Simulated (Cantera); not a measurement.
Input (Python, Cantera) and output of one run.

```python
import numpy as np
import cantera as ct

gas_names = [...]  # 113 gases of nasa_gas.yaml made of C, H, O, Pb
cond_names = """
    C(gr) C6H6(L) C7H8(L) C8H18(L),n-octa H2O(s) H2O(L) Pb(cr) Pb(L) PbO(rd) PbO(yw) PbO(L) PbO2(s)
    Pb3O4(s)
""".split()


# ... load() reads the species with a 1 bar reference pressure and builds the phases ...
atoms = {
    'PbO': {'Pb': 1, 'O': 1},
    'CO': {'C': 1, 'O': 1},
    'H2': {'H': 2},
}
top_T = {'C(gr)': 4500, 'Pb3O4(s)': 820}  # K; cautious upper limits of use, not melting points


# ... equilibrate(T, P, feed) seeds the gas with the atoms and calls Mixture.equilibrate('TP', solver="vcs", rtol=1e-11, max_steps=5000) ...
results = []
feed = {'PbO': 1, 'CO': 0.25, 'H2': 100}  # mol
P = 580  # Pa
for T in [773, 848, 923, 998, 1073, 1148, 1223, 1298, 1373, 1448, 1523, 1598]:
    mix = equilibrate(T, P, feed)
    results.append((T, P, feed, dict(zip(mix.species_names, mix.species_moles))))

top = {s: max(r[3][s] / sum(r[3][g] for g in gas_names) for r in results) for s in gas_names}
cols = sorted((s for s in top if top[s] > 1e-05), key=lambda s: -top[s])[:9]
seen = [c for c in cond_names if any(r[3].get(c, 0) > 1e-12 for r in results)]
print("log10 of partial pressures in bar; condensed amounts in mol")
print(f"{'T/K':>10s}" + "".join(f"{s[:9]:>10s}" for s in cols + seen))
for T, P, feed, n in results:
    ng = sum(n[g] for g in gas_names)
    print(f"{T:10.4g}" + "".join(f"{np.log10(max(n[s] / ng * P / 1e5, 1e-99)):10.3f}" for s in cols)
          + "".join(f"{n.get(c, 0):10.4g}" for c in seen))
```

It prints:

```
log10 of partial pressures in bar; condensed amounts in mol
       T/K        H2       H2O        Pb        CO         H       CH4       CO2     Pb(L)
       773    -2.242    -4.217    -7.637    -4.975   -13.163    -5.480    -6.240    0.9996
       848    -2.242    -4.239    -6.524    -4.859   -11.842    -6.672    -6.367    0.9948
       923    -2.242    -4.240    -5.596    -4.849   -10.733    -7.780    -6.537    0.9561
       998    -2.243    -4.240    -4.810    -4.847    -9.789    -8.736    -6.684    0.7315
      1073    -2.246    -4.243    -4.242    -4.849    -8.977    -9.568    -6.811         0
      1148    -2.246    -4.243    -4.242    -4.848    -8.268   -10.285    -6.917         0
      1223    -2.246    -4.243    -4.242    -4.847    -7.645   -10.916    -7.008         0
      1298    -2.246    -4.243    -4.242    -4.847    -7.093   -11.473    -7.087         0
      1373    -2.246    -4.243    -4.242    -4.846    -6.601   -11.970    -7.156         0
      1448    -2.246    -4.242    -4.242    -4.846    -6.159   -12.415    -7.217         0
      1523    -2.246    -4.242    -4.242    -4.846    -5.759   -12.816    -7.270         0
      1598    -2.247    -4.242    -4.242    -4.846    -5.397   -13.179    -7.318         0
```

Method: chemical equilibrium by Gibbs-energy minimisation in Cantera with the NASA 1993 tables (ideal gas, pure condensed phases).
